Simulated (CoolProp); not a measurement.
Vapour-liquid equilibrium of CHF3 (R23) (1) + C2F6 (R116) (2) at 13.7 bar; x and y are mole fractions of (1).

The numbers come from the multi-fluid Helmholtz-energy mixture model, Penoncello 2003 and Lemmon 2006; pair parameters Bell 2016 in CoolProp.

```
x      bubble temperature (K)  y at the bubble point  dew temperature at overall composition x (K)  liquid density (mol/L)
-----  ----------------------  ---------------------  --------------------------------------------  ----------------------
0.05                    258.9                  0.107                                         260.7                   9.206
0.125                   255.1                  0.233                                         258.4                   9.624
0.2                     252.4                  0.327                                         256.1                   10.02
0.275                   250.5                  0.399                                         253.9                   10.43
0.35                    249.2                  0.458                                         251.8                   10.85
0.425                   248.3                  0.508                                         249.9                   11.31
0.5                     247.7                  0.553                                         248.4                   11.82
0.575                   247.4                  0.597                                         247.6                   12.38
0.65                    247.4                  0.642                                         247.4                   13.00
0.725                   247.6                  0.690                                         247.9                   13.68
0.8                     248.2                  0.748                                         248.9                   14.44
0.875                   249.2                  0.820                                         250.1                   15.25
0.95                    250.9                  0.916                                         251.6                   16.11
```

y crosses x between x = 0.575 and 0.65: the model has an azeotrope there.

The pair parameters rest on a limited set of measurements; away from them the model extrapolates.
